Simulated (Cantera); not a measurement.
A perfectly stirred reactor is fed with CH₄ : H₂ : O₂ = 0.02 : 1 : 0.0061 (molar parts), at 13300 Pa; it is held at 2350 K, and followed from long to short residence time.

Model: GRI-Mech 3.0 (53 species, 325 reactions), integrated in Cantera. GRI-Mech 3.0 stops at C3 and has no aromatics, soot or wall deposition, so with more carbon than oxygen in the feed, carbon stays in small species such as C2H2 where larger ones or solid carbon would form.

Task: What does this change do: pressure from 13300 Pa to 2670 Pa?

Result: 
| quantity | before | after |
|---|---|---|
| x(CH₄) at τ = 1.20 s | 0.000103 | 6.97e-5 |
| x(H₂) at τ = 1.20 s | 0.952 | 0.923 |
| x(O₂) at τ = 1.20 s | 5.55e-8 | 1.46e-7 |
| x(CH₂CO) at τ = 1.20 s | 1.12e-8 | 1.57e-8 |
| x(H₂O) at τ = 1.20 s | 0.000243 | 0.000346 |
| x(CH₄) at τ = 32.0 ms | 0.000724 | 0.00140 |
| x(H₂) at τ = 32.0 ms | 0.954 | 0.951 |
| x(O₂) at τ = 32.0 ms | 2.49e-6 | 1.18e-5 |
| x(CH₂CO) at τ = 32.0 ms | 2.39e-7 | 4.97e-7 |
| x(H₂O) at τ = 32.0 ms | 0.00426 | 0.00736 |
Radical loss at walls, strong at low pressure, is not modelled.

Task: What does this change do: temperature 2350 to 2925 K?

Result: 
```csv
quantity,before,after
x(CH₄) at τ = 1.20 s,0.000103,1.80e-6
x(H₂) at τ = 1.20 s,0.952,0.700
x(O₂) at τ = 1.20 s,5.55e-8,3.91e-9
x(CH₂CO) at τ = 1.20 s,1.12e-8,3.13e-10
x(H₂O) at τ = 1.20 s,0.000243,1.15e-6
x(CH₄) at τ = 32.0 ms,0.000724,7.85e-6
x(H₂) at τ = 32.0 ms,0.954,0.732
x(O₂) at τ = 32.0 ms,2.49e-6,1.68e-7
x(CH₂CO) at τ = 32.0 ms,2.39e-7,7.67e-9
x(H₂O) at τ = 32.0 ms,0.00426,5.32e-5
```
